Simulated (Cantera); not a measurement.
Cantera run, input and output.

```python
import numpy as np
import cantera as ct

gas = ct.Solution("gri30.yaml")
gas.TPX = 1825, 22000, {'C3H8': 1, 'H2': 1.3}
reactor = ct.IdealGasConstPressureReactor(gas, energy="off", clone=False)
net = ct.ReactorNet([reactor])
net.rtol, net.atol = 1e-08, 1e-18
show = ['C3H8', 'H2', 'CH3', 'C2H4', 'C2H2']
times = np.geomspace(4e-06, 90, 13)

steps = ct.SolutionArray(gas, extra=["t"])
rows = []
print(f"{'t/s':>10s}{'T/K':>9s}{'P/Pa':>11s}" + "".join(f"{s:>11s}" for s in show))
for t in times:
    while net.time < t:
        t_next = net.step()
        steps.append(gas.state, t=t_next)
    rows.append([np.interp(t, steps.t, y) for y in (steps.T, steps.P, *steps(*show).X.T)])
    print(f"{t:10.3e}{rows[-1][0]:9.1f}{rows[-1][1]:11.4g}" + "".join(f"{x:11.3e}" for x in rows[-1][2:]))
rate = np.gradient(steps.T, steps.t)
print("integrator steps:", len(steps.t))
if steps.T.max() > steps.T[0] + 200:
    print(f"time of steepest temperature rise: {steps.t[rate.argmax()]:.4e} s")
gas.TPX = 1825, 22000, {'C3H8': 1, 'H2': 1.3}
gas.equilibrate("TP")
print(f"equilibrium (TP): T = {gas.T:.1f} K  " + "  ".join(f"{s} {gas[s].X[0]:.3e}" for s in show))
```

Result:

```
       t/s      T/K       P/Pa       C3H8         H2        CH3       C2H4       C2H2
 4.000e-06   1825.0    2.2e+04  2.811e-01  5.196e-01  5.874e-02  6.797e-02  4.970e-04
 1.640e-05   1825.0    2.2e+04  2.120e-02  4.550e-01  5.278e-02  2.163e-01  3.796e-02
 6.721e-05   1825.0    2.2e+04  1.811e-05  5.144e-01  9.547e-03  1.259e-01  1.433e-01
 2.755e-04   1825.0    2.2e+04  3.205e-07  5.553e-01  3.223e-03  5.245e-02  2.040e-01
 1.129e-03   1825.0    2.2e+04  1.556e-07  5.872e-01  2.722e-03  7.001e-03  2.421e-01
 4.629e-03   1825.0    2.2e+04  6.154e-08  6.282e-01  2.050e-03  2.119e-03  2.567e-01
 1.897e-02   1825.0    2.2e+04  5.598e-09  6.793e-01  9.410e-04  1.063e-03  2.718e-01
 7.777e-02   1825.0    2.2e+04  1.842e-10  7.060e-01  2.789e-04  8.711e-04  2.794e-01
 3.188e-01   1825.0    2.2e+04  2.226e-11  7.128e-01  9.285e-05  8.648e-04  2.813e-01
 1.307e+00   1825.0    2.2e+04  1.696e-11  7.134e-01  7.608e-05  8.652e-04  2.815e-01
 5.356e+00   1825.0    2.2e+04  1.696e-11  7.134e-01  7.607e-05  8.652e-04  2.815e-01
 2.196e+01   1825.0    2.2e+04  1.696e-11  7.134e-01  7.607e-05  8.652e-04  2.815e-01
 9.000e+01   1825.0    2.2e+04  1.696e-11  7.134e-01  7.607e-05  8.652e-04  2.815e-01
integrator steps: 1627
equilibrium (TP): T = 1825.0 K  C3H8 1.696e-11  H2 7.134e-01  CH3 7.607e-05  C2H4 8.652e-04  C2H2 2.815e-01
```

Detailed kinetics in Cantera: GRI-Mech 3.0 (53 species, 325 reactions). GRI-Mech 3.0 was tuned for natural gas; its chemistry of propane as a main component is partial and can be far from experiment. GRI-Mech 3.0 stops at C3 and has no aromatics, soot or wall deposition, so with more carbon than oxygen in the feed, carbon stays in small species such as C2H2 where larger ones or solid carbon would form.
